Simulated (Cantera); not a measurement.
What does this Cantera script print?

```python
import numpy as np
import cantera as ct

gas_names = [...]  # 136 gases of nasa_gas.yaml made of C, H, N, O
cond_names = """
    C(gr) C6H6(L) C7H8(L) C8H18(L),n-octa H2O(s) H2O(L)
""".split()


# ... load() reads the species with a 1 bar reference pressure and builds the phases ...
atoms = {
    'C2H2': {'C': 2, 'H': 2},
    'H2O': {'H': 2, 'O': 1},
    'H2': {'H': 2},
    'NH3': {'N': 1, 'H': 3},
}
top_T = {'C(gr)': 4500}  # K; cautious upper limits of use, not melting points


# ... equilibrate(T, P, feed) seeds the gas with the atoms and calls Mixture.equilibrate('TP', solver="vcs", rtol=1e-11, max_steps=5000) ...
results = []
T = 573.15  # K
P = 13332.2  # Pa
for m in [0.44, 0.54, 0.67, 0.83, 1, 1.3, 1.6, 1.9, 2.4, 3, 3.7, 4.5, 5.6]:
    feed = {'C2H2': 1, 'H2O': 0.02, 'H2': m, 'NH3': 1.8}  # mol
    mix = equilibrate(T, P, feed)
    results.append((T, P, feed, dict(zip(mix.species_names, mix.species_moles))))

top = {s: max(r[3][s] / sum(r[3][g] for g in gas_names) for r in results) for s in gas_names}
cols = sorted((s for s in top if top[s] > 1e-05), key=lambda s: -top[s])[:8]
seen = [c for c in cond_names if any(r[3].get(c, 0) > 1e-12 for r in results)]
print("log10 of partial pressures in bar; condensed amounts in mol")
print(f"{'n(H2)':>10s}" + "".join(f"{s[:9]:>10s}" for s in cols + seen))
for T, P, feed, n in results:
    ng = sum(n[g] for g in gas_names)
    print(f"{feed['H2']:10.4g}" + "".join(f"{np.log10(max(n[s] / ng * P / 1e5, 1e-99)):10.3f}" for s in cols)
          + "".join(f"{n.get(c, 0):10.4g}" for c in seen))
```

Output:

```
log10 of partial pressures in bar; condensed amounts in mol
     n(H2)        H2       CH4        N2       H2O       NH3     C(gr)
      0.44    -1.716    -1.119    -1.429    -3.084    -4.460    0.1632
      0.54    -1.714    -1.116    -1.437    -3.091    -4.461     0.118
      0.67    -1.712    -1.112    -1.446    -3.100    -4.463   0.05933
      0.83    -1.690    -1.112    -1.459    -3.113    -4.436         0
         1    -1.590    -1.133    -1.480    -3.133    -4.296         0
       1.3    -1.470    -1.167    -1.514    -3.167    -4.133         0
       1.6    -1.388    -1.199    -1.547    -3.199    -4.026         0
       1.9    -1.327    -1.229    -1.577    -3.229    -3.951         0
       2.4    -1.255    -1.274    -1.622    -3.274    -3.865         0
         3    -1.195    -1.323    -1.672    -3.323    -3.799         0
       3.7    -1.145    -1.374    -1.723    -3.374    -3.751         0
       4.5    -1.105    -1.426    -1.775    -3.426    -3.717         0
       5.6    -1.067    -1.488    -1.838    -3.488    -3.691         0
```

These are equilibrium values from Cantera (NASA tables, ideal gas, pure condensed phases), not measurements of a reactor.
